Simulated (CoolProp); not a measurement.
Vapour-liquid equilibrium of R134a (1) + R152A (2) at 306.7 K; x and y are mole fractions of (1).

The numbers come from the multi-fluid Helmholtz-energy mixture model, Tillner-Roth 1994 and Outcalt 1996; pair parameters Lemmon 2004 in CoolProp.

| x | bubble pressure, mixture model (bar) | bubble pressure, Raoult's law (bar) | y, mixture model | y, Raoult's law |
|---|---|---|---|---|
| 0.05 | 7.639 | 7.670 | [?] | 0.056 |
| 0.2 | 7.698 | 7.804 | [?] | 0.218 |
| 0.35 | 7.789 | 7.938 | [?] | 0.376 |
| 0.5 | [?] | 8.072 | [?] | 0.528 |
| 0.65 | 8.062 | 8.206 | [?] | 0.675 |
| 0.8 | 8.241 | 8.340 | [?] | 0.817 |
| 0.95 | 8.445 | 8.474 | [?] | 0.955 |

### Question
Fill in the missing entries.

### Answer

- 0.05, y, mixture model: 0.051
- 0.2, y, mixture model: 0.208
- 0.35, y, mixture model: 0.366
- 0.5, bubble pressure, mixture model (bar): 7.910
- 0.5, y, mixture model: 0.522
- 0.65, y, mixture model: 0.674
- 0.8, y, mixture model: 0.819
- 0.95, y, mixture model: 0.956

The largest gap from Raoult's law is -2.0 % in bubble pressure, at x = 0.5. No azeotrope shows between x = 0.05 and 0.95.

The pair parameters rest on a limited set of measurements; away from them the model extrapolates.
